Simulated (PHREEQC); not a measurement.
Copper plating or etch bath

Make-up at 25 °C: 0.016 mol/kgw Cu(NO3)2, 0.0018 mol/kgw HNO3 and 0.17 mol/kgw NaCl. Closed to the air; pH follows from the charge balance.

Equilibrium calculation in PHREEQC: ion-association model, phreeqc.dat.

```
Quantity                      Value
--------------------  -------------
pH                             2.85
ionic strength        0.215 mol/kgw
activity of water             0.993
specific conductance    20000 µS/cm
density                 1.006 g/cm³
total alkalinity       -1.80 meq/kg
```

```tsv
species	molality	activity	log γ
Na+	0.170	0.127	-0.128
Cl-	0.168	0.119	-0.149
NO3-	0.0338	0.0232	-0.162
Cu+2	0.0139	0.00445	-0.495
CuCl+	0.00200	0.00143	-0.147
H+	0.00180	0.00143	-0.100
```

No solid was allowed to form.
